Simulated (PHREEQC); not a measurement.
Consider water at 10 °C with 1.7 mmol/kgw CaSO4, 4.8 mmol/kgw Na2HPO4, 110 mmol/kgw NaCl and 44 mmol/kgw HCl. Closed to the air; pH follows from the charge balance.

Computed with PHREEQC (ion-association model, phreeqc.dat).

This is a speciation only: nothing precipitates in the calculation.

Q: Order these P species by the share of P that they hold, largest first: CaH2PO4+, H2PO4-, H3PO4.

A: H3PO4 (72 %), H2PO4- (28 %), CaH2PO4+ (0.31 %)

Q: Order these S species by the share of S that they hold, largest first: NaSO4-, CaSO4, SO4-2, HSO4-, CaHSO4+.

A: SO4-2 (48 %), HSO4- (42 %), NaSO4- (8.5 %), CaSO4 (1.4 %), CaHSO4+ (0.29 %)

The pH is 1.55 and the ionic strength 0.160 mol/kgw. Complexes and solids missing from the database can't appear. At this temperature some constants are extrapolated from 25 °C, and those without enthalpy data are left unchanged.
